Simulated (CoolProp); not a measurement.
Vapour-liquid equilibrium of R227EA (1) + isobutane (2) at 265.7 K; x and y are mole fractions of (1).

Values from CoolProp's multi-fluid Helmholtz-energy mixture model, Lemmon 2016 and Bücker 2006; pair parameters Bell 2016.

```csv
x,"bubble pressure, mixture model (MPa)","bubble pressure, Raoult's law (MPa)","y, mixture model","y, Raoult's law"
0.05,0.1451,0.1209,0.206,0.061
0.15,0.1743,0.1236,0.381,0.178
0.25,0.1875,0.1263,0.455,0.290
0.35,0.1934,0.1290,0.495,0.398
0.45,0.1960,0.1317,0.523,0.501
0.55,0.1968,0.1344,0.550,0.600
0.65,0.1957,0.1371,0.583,0.695
0.75,0.1916,0.1398,0.633,0.786
0.85,0.1817,0.1425,0.716,0.874
0.95,0.1619,0.1452,0.869,0.959
```

The largest gap from Raoult's law is +49.9 % in bubble pressure, at x = 0.35. y crosses x between x = 0.45 and 0.55: the model has an azeotrope there.

The pair parameters rest on a limited set of measurements; away from them the model extrapolates.
